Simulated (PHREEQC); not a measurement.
Alkaline etch or developer: speciation

Dissolve 0.0095 mol TMAH and 0.0029 mol Na2SiO3 per kg of water at 25 °C. Closed to the air; pH follows from the charge balance.

Equilibrium calculation in PHREEQC: ion-association model, wateq4f.dat.

Each row changes one thing in this solution. This is a speciation only: nothing precipitates in the calculation.

```csv
case,pH,ionic strength (mol/kgw)
as made,12.03,0.0156
diluted 5-fold with water,11.37,0.00307
TMAH left out,11.43,0.00586
diluted 2-fold with water,11.75,0.00772
temperature from 25 to 10 °C,12.56,0.0156
Na2SiO3 replaced by Na2HPO4 at the same molality,11.86,0.0204
```

Complexes and solids missing from the database can't appear. (CH3)4N+ isn't in the database: it is added as a free cation with an ion size of 4 Å. At this temperature some constants are extrapolated from 25 °C, and those without enthalpy data are left unchanged.
